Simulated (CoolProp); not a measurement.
Vapour-liquid equilibrium of benzene (1) + n-decane (2) at 0.015 MPa; x and y are mole fractions of (1).

Values from CoolProp's multi-fluid Helmholtz-energy mixture model, Thol 2012 and Lemmon 2006; pair parameters Bell 2016.

```tsv
x	bubble temperature, mixture model (K)	bubble temperature, Raoult's law (K)	y, mixture model	y, Raoult's law
0.05	___	367.6	0.530	0.516
0.15	343.6	346.8	0.851	0.828
0.25	330.7	334.6	0.932	0.918
0.35	322.7	326.4	0.962	0.954
0.45	317.2	320.3	___	0.973
0.55	___	315.5	0.984	0.983
0.65	___	311.6	___	0.990
0.75	307.5	308.3	0.993	0.994
0.85	___	305.4	___	0.997
0.95	302.9	302.9	0.999	0.999
```

Question: Some entries are withheld; supply them.

Answer: 
- 0.05, bubble temperature, mixture model (K): 366.7
- 0.45, y, mixture model: 0.976
- 0.55, bubble temperature, mixture model (K): 313.3
- 0.65, bubble temperature, mixture model (K): 310.1
- 0.65, y, mixture model: 0.989
- 0.85, bubble temperature, mixture model (K): 305.2
- 0.85, y, mixture model: 0.996

The largest gap from Raoult's law is -3.9 K in bubble temperature, at x = 0.25. No azeotrope shows between x = 0.05 and 0.95.

Pair parameters are fitted to limited data, so mixtures are less certain than the pure fluids.
